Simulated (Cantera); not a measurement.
Charge: 1 mol SiF4, 0.34 mol C2H4, 450 mol H2, 2.1 mol CH4, at 1975 K.

These are equilibrium values from Cantera (NASA tables, ideal gas, pure condensed phases), not measurements of a reactor. Candidate condensed phases: C, C6H6, C7H8, C8H18, Si, SiC; 113 gas species. Kinetics and transport are ignored.

Problem. Which condensed phases are stable at each of these points (P (Pa)): 100, 220, 460, 1000, 2200, 4600, 10000, 22000, 46000, 100000?

Solution. 
| P (Pa) | condensed phases | Si condensed (%) |
|---|---|---|
| 100 | C(graphite) | 0.0 |
| 220 | C(graphite) + SiC(s) | 44.8 |
| 460 | C(graphite) + SiC(s) | 65.7 |
| 1000 | C(graphite) + SiC(s) | 76.2 |
| 2200 | C(graphite) + SiC(s) | 81.1 |
| 4600 | C(graphite) + SiC(s) | 83.0 |
| 10000 | C(graphite) + SiC(s) | 83.5 |
| 22000 | C(graphite) + SiC(s) | 83.0 |
| 46000 | C(graphite) + SiC(s) | 81.6 |
| 100000 | C(graphite) + SiC(s) | 79.0 |

At 1.00 mbar the condensed part is C(graphite). From 2.20 mbar to 1.00 bar the condensed part is C(graphite) + SiC(s). The share of Si in condensed phases is highest at 0.100 bar (83.5 %) and lowest at 1.00 mbar (0.0 %).
